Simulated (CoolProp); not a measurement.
Acetone along the isotherm 489.5 K: density (kg/m³) from the reference equation and from simpler models built on Tc = 508.1 K, pc = 4692 kPa, ω = 0.307; each cubic takes its own stable root.

Values from CoolProp's reference Helmholtz-energy equation of state, Lemmon 2006. It is a short technical equation, of lower accuracy than the large ones.

| p (kPa) | phase | reference |
|---|---|---|
| 782 | gas | 12.11 |
| 1560 | gas | 26.67 |
| 2350 | gas | 45.81 |
| 3130 | gas | 74.34 |
| 3910 | liquid | 474.1 |
| 4690 | liquid | 489.6 |
| 5470 | liquid | 501.2 |
| 6260 | liquid | 510.7 |
| 7040 | liquid | 518.8 |
| 7820 | liquid | 525.8 |
| 8600 | liquid | 532.1 |
| 9380 | liquid | 537.9 |
| 10200 | liquid | 543.4 |
| 10900 | liquid | 547.8 |
| 11700 | liquid | 552.4 |

How far does each simpler model (Soave-Redlich-Kwong, Peng-Robinson) lie from the reference over these 15 states: mean and median of the absolute difference, and the worst?


- Soave-Redlich-Kwong: mean 20.1 %, median 24.4 %, worst -30.2 % at 489.5 K and 3910 kPa
- Peng-Robinson: mean 13.1 %, median 15.5 %, worst -21.6 % at 489.5 K and 3910 kPa
